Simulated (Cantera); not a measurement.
**Catalytic combustion on Pt**

An isothermal plug-flow reactor at 600 K and 37000 Pa (inlet), inlet velocity 1.7 m/s, active area per volume 1600 1/m; feed H2 : O2 : N2 = 0.022 : 0.071 : 0.79 (molar parts).

Cantera simulation using Deutschmann's 1995 Pt surface mechanism with GRI-Mech 3.0 gas chemistry; the numbers are that mechanism's predictions, not measurements. Catalytic surfaces can have several steady states; this one follows from the mechanism file's or the stated starting coverage. Mass transfer to the wall is taken as infinitely fast.

| z (m) | x H2 | x O2 | x H2O | θ free Pt | θ O* | θ OH* |
|---|---|---|---|---|---|---|
| 3.1e-05 | 0.0172 | 0.0768 | 0.00778 | 0.368 | 0.616 | 0.0158 |
| 5.1e-05 | 0.0143 | 0.0755 | 0.0108 | 0.311 | 0.673 | 0.0158 |
| 8.5e-05 | 0.0110 | 0.0739 | 0.0141 | 0.244 | 0.740 | 0.0153 |
| 0.00014 | 0.00799 | 0.0725 | 0.0171 | 0.181 | 0.805 | 0.0143 |
| 0.00024 | 0.00529 | 0.0713 | 0.0199 | 0.122 | 0.866 | 0.0126 |
| 0.0004 | 0.00341 | 0.0704 | 0.0218 | 0.0795 | 0.910 | 0.0107 |
| 0.00066 | 0.00215 | 0.0698 | 0.0230 | 0.0506 | 0.940 | 0.00884 |
| 0.0011 | 0.00132 | 0.0694 | 0.0239 | 0.0313 | 0.962 | 0.00710 |
| 0.0018 | 0.000817 | 0.0692 | 0.0244 | 0.0195 | 0.975 | 0.00568 |
| 0.0031 | 0.000476 | 0.0690 | 0.0247 | 0.0115 | 0.984 | 0.00440 |
x: gas mole fraction; θ: surface coverage.
